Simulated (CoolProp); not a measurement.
A closed Brayton cycle with carbon dioxide: compressor inlet 315.15 K and 7.5 MPa, high pressure 14 MPa, turbine inlet 960 K, compressor efficiency 0.85, turbine efficiency 0.85, recuperator effectiveness 0.9 (on enthalpy, no pinch check). Each further row changes one setting.

Values from CoolProp's reference Helmholtz-energy equation of state, Span 1996.

```json
[
 {"case": "as stated", "thermal efficiency (%)": "30.9", "net work (kJ/kg)": "65.9", "compressor to turbine work": "0.29", "compressor exit (K)": "365.0", "turbine exit (K)": "881.5"},
 {"case": "turbine inlet 910 K", "thermal efficiency (%)": "…", "net work (kJ/kg)": "60.7", "compressor to turbine work": "…", "compressor exit (K)": "365.0", "turbine exit (K)": "834.2"},
 {"case": "compressor inlet 325.15 K", "thermal efficiency (%)": "…", "net work (kJ/kg)": "61.4", "compressor to turbine work": "0.34", "compressor exit (K)": "379.1", "turbine exit (K)": "881.5"},
 {"case": "high pressure 11.9 MPa", "thermal efficiency (%)": "27.3", "net work (kJ/kg)": "…", "compressor to turbine work": "…", "compressor exit (K)": "…", "turbine exit (K)": "…"},
 {"case": "recuperator effectiveness 0.5", "thermal efficiency (%)": "14.5", "net work (kJ/kg)": "65.9", "compressor to turbine work": "0.29", "compressor exit (K)": "365.0", "turbine exit (K)": "881.5"}
]
```

Task: What belongs in the gaps?

Result: 
- turbine inlet 910 K, thermal efficiency (%): 30.0
- turbine inlet 910 K, compressor to turbine work: 0.31
- compressor inlet 325.15 K, thermal efficiency (%): 30.5
- high pressure 11.9 MPa, net work (kJ/kg): 50.1
- high pressure 11.9 MPa, compressor to turbine work: 0.28
- high pressure 11.9 MPa, compressor exit (K): 351.7
- high pressure 11.9 MPa, turbine exit (K): 901.5
